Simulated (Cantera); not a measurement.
Charge: 1 mol B2H6, 19 mol H2, 4.8 mol N2.

These are equilibrium values from Cantera (NASA tables, ideal gas, pure condensed phases), not measurements of a reactor. Candidate condensed phases: B, BN; 15 gas species. The feed counts by its element totals alone. Mutual solubility and eutectic melting of coexisting phases are not modelled. Rates play no part.

**Question.** What condenses at these points (T in K, P in Pa): (2273, 10); (2373, 1900); (2273, 27000); (2373, 100000); (2223, 520); (2373, 37); (2248, 1900)?

**Answer.** 
| T (K) | P in Pa | condensed phases | B condensed (%) |
|---|---|---|---|
| 2273 | 10 | gas only | 0.0 |
| 2373 | 1900 | B | 95.2 |
| 2273 | 27000 | BN | 99.3 |
| 2373 | 100000 | BN | 99.1 |
| 2223 | 520 | B | 97.4 |
| 2373 | 37 | gas only | 0.0 |
| 2248 | 1900 | B + BN | 97.8 |
